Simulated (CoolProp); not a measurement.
Vapour pressure (kPa) of oxygen: the reference equation beside estimates from Tc = 154.6 K, pc = 5046 kPa, ω = 0.022. Clausius-Clapeyron is anchored at 86 K with a constant enthalpy of vaporisation of 6.944 kJ/mol.

Model: reference Helmholtz-energy equation of state, Schmidt 1985, in CoolProp.

| T (K) | reference | Clausius-Clapeyron | van der Waals | Peng-Robinson |
|---|---|---|---|---|
| 86 | 63.91 | 63.91 | 279.2 | 64.99 |
| 91 | 110.2 | 109.0 | 392.1 | 111.6 |
| 96.1 | 180.5 | 177.3 | 536.1 | 182.1 |
| 101.1 | 278.3 | 272.6 | 708.3 | 280.1 |
| 106.1 | 411.1 | 402.3 | 913.8 | 413.2 |
| 111.1 | 585.8 | 573.3 | 1155 | 588.3 |
| 116.1 | 809.3 | 792.5 | 1434 | 812.7 |
| 121.1 | 1089 | 1067 | 1754 | 1094 |
| 126.1 | 1432 | 1402 | 2115 | 1439 |
| 131.1 | 1847 | 1805 | 2519 | 1857 |
| 136.1 | 2341 | 2281 | 2969 | 2356 |
| 141.1 | 2924 | 2835 | 3465 | 2944 |
| 146.1 | 3607 | 3472 | 4009 | 3629 |

Absolute difference from the reference over all 13 rows, mean and median: Clausius-Clapeyron 2.1 and 2.1 %, van der Waals 111.0 and 77.2 %, Peng-Robinson 0.7 and 0.6 %.
